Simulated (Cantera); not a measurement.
Standard-state values (1 bar) from the NASA 1993 polynomials, evaluated with Cantera. Values are per mole of reaction as written; species without (g) are pure solids or liquids, kept so even where they would boil at 1 bar.

OH(g) + Mg(g) ⇌ H(g) + MgO

| T (K) | ΔH° (kJ) | ΔS° (J/K) | ΔG° (kJ) | log10 K |
|---|---|---|---|---|
| 300 | -569.7 | -190.7 | -512.5 | 89.23 |
| 1923 | -538.5 | -157.9 | -234.9 | 6.38 |
| 1948 | ___ | ___ | ___ | ___ |
| 1973 | -537.5 | -157.4 | -227.0 | 6.01 |
| 1998 | -537.0 | -157.1 | -223.1 | 5.83 |
| 2023 | -536.5 | -156.8 | -219.2 | 5.66 |
| 2048 | ___ | ___ | ___ | ___ |
| 2073 | -535.4 | -156.3 | -211.4 | 5.33 |
| 2098 | ___ | ___ | ___ | ___ |
| 2123 | -534.4 | -155.8 | -203.5 | 5.01 |
| 2148 | ___ | ___ | ___ | ___ |

**Question.** What belongs in the gaps?

**Answer.** 
- 1948, ΔH° (kJ): -538.0
- 1948, ΔS° (J/K): -157.6
- 1948, ΔG° (kJ): -231.0
- 1948, log10 K: 6.19
- 2048, ΔH° (kJ): -535.9
- 2048, ΔS° (J/K): -156.6
- 2048, ΔG° (kJ): -215.3
- 2048, log10 K: 5.49
- 2098, ΔH° (kJ): -534.9
- 2098, ΔS° (J/K): -156.1
- 2098, ΔG° (kJ): -207.4
- 2098, log10 K: 5.16
- 2148, ΔH° (kJ): -533.8
- 2148, ΔS° (J/K): -155.6
- 2148, ΔG° (kJ): -199.7
- 2148, log10 K: 4.86
